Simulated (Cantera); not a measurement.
What does this Cantera script print?

```python
import numpy as np
import cantera as ct

gas_names = [...]  # 45 gases of nasa_gas.yaml made of Al, Cl, H, N, O
cond_names = """
    AL(cr) AL(L) ALCL3(s) ALCL3(L) ALN(s) AL2O3(a) AL2O3(L) H2O(s) H2O(L) NH4CL(a) NH4CL(b)
""".split()


# ... load() reads the species with a 1 bar reference pressure and builds the phases ...
atoms = {
    'AlCl3': {'AL': 1, 'CL': 3},
    'N2O': {'N': 2, 'O': 1},
    'H2': {'H': 2},
}
top_T = {'ALN(s)': 2750}  # K; cautious upper limits of use, not melting points


# ... equilibrate(T, P, feed) seeds the gas with the atoms and calls Mixture.equilibrate('TP', solver="vcs", rtol=1e-11, max_steps=5000) ...
results = []
feed = {'AlCl3': 1, 'N2O': 5.1, 'H2': 900}  # mol
T = 1173.15  # K
P = 120  # Pa
mix = equilibrate(T, P, feed)
results.append((T, P, feed, dict(zip(mix.species_names, mix.species_moles))))
print(gas.report(threshold=0.001))
for i in range(1, mix.n_phases):
    print(f"{mix.phase(i).name:16s} {mix.phase_moles(i):12.5e} mol")
```

Result:

```
       temperature   1173.2 K
          pressure   120 Pa
           density   2.8785e-05 kg/m^3
  mean mol. weight   2.3397 kg/kmol
   phase of matter   gas

                          1 kg             1 kmol
                     ---------------   ---------------
          enthalpy        1.0579e+07        2.4753e+07  J
   internal energy        6.4105e+06        1.4999e+07  J
           entropy             97675        2.2853e+05  J/K
    Gibbs function       -1.0401e+08       -2.4335e+08  J
 heat capacity c_p             13266             31039  J/K
 heat capacity c_v            9712.2             22724  J/K

                      mass frac. Y      mole frac. X     chem. pot. / RT
                     ---------------   ---------------   ---------------
               HCL          0.051562         0.0033091           -46.598
                H2           0.85051           0.98709           -24.655
               H2O          0.030574         0.0039709           -62.433
                N2          0.067353         0.0056254           -37.196
     [  +41 minor]         1.752e-06        3.4206e-06

AL(L)             0.00000e+00 mol
ALCL3(L)          0.00000e+00 mol
ALN(s)            0.00000e+00 mol
AL2O3(a)          5.00000e-01 mol
```

Method: chemical equilibrium by Gibbs-energy minimisation in Cantera with the NASA 1993 tables (ideal gas, pure condensed phases).
